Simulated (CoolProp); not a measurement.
A single-stage vapour-compression cycle with carbonyl sulfide: evaporating at 215.15 K (dew point), condensing at 247.15 K (bubble point), superheat 2 K, subcooling 8 K, compressor efficiency 0.9, no pressure losses. Each further row changes one setting.

Model: reference Helmholtz-energy equation of state, Lemmon 2006, in CoolProp. It is a short technical equation, of lower accuracy than the large ones.

```tsv
case	cooling COP	pressure ratio	discharge temperature (K)	refrigerating effect (kJ/kg)	volumetric capacity (kJ/m³)
as stated	…	3.96	300.0	287	677
evaporating temperature 220.15 K	6.79	…	…	289	856
condensing temperature 242.15 K	6.62	3.28	287.7	293	691
subcooling 13 K	5.60	3.96	300.0	293	691
superheat 12 K	5.36	3.96	…	293	659
compressor efficiency 0.8	…	3.96	…	287	677
```

Task: Fill in the missing entries.

Result: 
- as stated, cooling COP: 5.48
- evaporating temperature 220.15 K, pressure ratio: 3.10
- evaporating temperature 220.15 K, discharge temperature (K): 290.1
- superheat 12 K, discharge temperature (K): 312.2
- compressor efficiency 0.8, cooling COP: 4.88
- compressor efficiency 0.8, discharge temperature (K): 309.0
